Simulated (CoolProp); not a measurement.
R1234ze(Z) along the isobar 4.34 MPa: Z from the reference equation and from simpler models built on Tc = 150.1 °C, pc = 3.531 MPa, ω = 0.327; each cubic takes its own stable root.

Computed with CoolProp (reference Helmholtz-energy equation of state, Akasaka 2019).

```
T (°C)          phase  reference
------  -------------  ---------
60.35          liquid     0.1560
70.95          liquid     0.1555
81.65          liquid     0.1555
92.25          liquid     0.1562
102.95         liquid     0.1576
113.55         liquid     0.1602
124.25         liquid     0.1643
134.85         liquid     0.1710
145.55         liquid     0.1833
156.15  supercritical     0.2146
166.85  supercritical     0.3876
```

**Question.** How far does each simpler model (van der Waals, Redlich-Kwong, Soave-Redlich-Kwong) lie from the reference over these 11 states: mean and median of the absolute difference, and the worst?

**Answer.** 
- van der Waals: mean 66.8 %, median 75.3 %, worst +80.7 % at 60.35 °C and 4.34 MPa
- Redlich-Kwong: mean 29.3 %, median 31.7 %, worst +35.6 % at 145.55 °C and 4.34 MPa
- Soave-Redlich-Kwong: mean 26.5 %, median 25.7 %, worst +36.4 % at 156.15 °C and 4.34 MPa
